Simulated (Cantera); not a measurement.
Input: 1 mol toluene, 1.5 mol O₂, held at 2500 °C and 130 Pa.

These are equilibrium values from Cantera (NASA tables, ideal gas, pure condensed phases), not measurements of a reactor. Candidate condensed phases: C, C₆H₆, C₇H₈, C₈H₁₈, H₂O; 110 gas species. The numbers say what is thermodynamically allowed, not how fast it happens.

Base state: H 0.598, CO 0.290, H₂ 0.0840, C₃ 0.0174, C 0.00377, C₂H₂ (acetylene) 0.00256, C₂H 0.00220, C₂ 0.00169 (mole fractions); condensed: C(graphite).

Question: What changes in the equilibrium state with this change: temperature from 2500 °C to 1102 °C?

Answer: 
| species | before | after |
|---|---|---|
| H₂ | 0.0840 | 0.571 |
| CO | 0.290 | 0.429 |
| H | 0.598 | 7.18e-5 |
| C₃ | 0.0174 | <1e-9 |
| C | 0.00377 | <1e-9 |
| C₂H | 0.00220 | <1e-9 |
| C₂ | 0.00169 | <1e-9 |
| C₅ | 0.000151 | <1e-9 |
| C(graphite), mol | 3.28 | 4.00 |
